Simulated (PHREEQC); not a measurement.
0.11 g of hydrous ferric oxide (600 m²/g; 0.2 weak and 0.005 strong sites per Fe, Dzombak-Morel constants, diffuse double layer) in 1 kg of water with 0.1 mol/kgw of an inert sodium salt and 2.1e-06 mol/kgw Na2SeO4, at 25 °C; the pH is set by adding NaOH or the inert anion's acid. O2 is buffered at 0.21 atm. The system is closed to CO2. Nothing may precipitate in this run.

Base run: PHREEQC, ion-association model, wateq4f.dat. Each further column changes one thing. The table gives Se sorbed (%).

| pH | base | background salt from 0.1 to 0.01 mol/kgw | oxide from 0.11 to 0.55 g/kgw |
|---|---|---|---|
| 4 | 96.1 | 99.9 | … |
| 4.38 | 94.5 | 99.8 | 98.9 |
| 5.12 | 84.0 | 98.6 | 96.5 |
| 5.5 | 69.5 | 95.7 | … |
| 5.88 | 46.8 | 86.3 | … |
| 6.62 | 9.2 | … | … |
| 7 | 2.8 | 8.6 | 12.4 |
| 7.38 | 0.7 | … | 3.6 |
| 8.12 | 0.0 | 0.1 | 0.2 |
| 8.5 | 0.0 | 0.0 | 0.1 |
| 8.88 | 0.0 | 0.0 | 0.0 |
| 9.62 | 0.0 | 0.0 | 0.0 |
| 10 | 0.0 | 0.0 | 0.0 |

Task: What belongs in the gaps?

Result: 
- 4, oxide from 0.11 to 0.55 g/kgw: 99.2
- 5.5, oxide from 0.11 to 0.55 g/kgw: 92.2
- 5.88, oxide from 0.11 to 0.55 g/kgw: 81.8
- 6.62, background salt from 0.1 to 0.01 mol/kgw: 29.7
- 6.62, oxide from 0.11 to 0.55 g/kgw: 33.5
- 7.38, background salt from 0.1 to 0.01 mol/kgw: 1.9
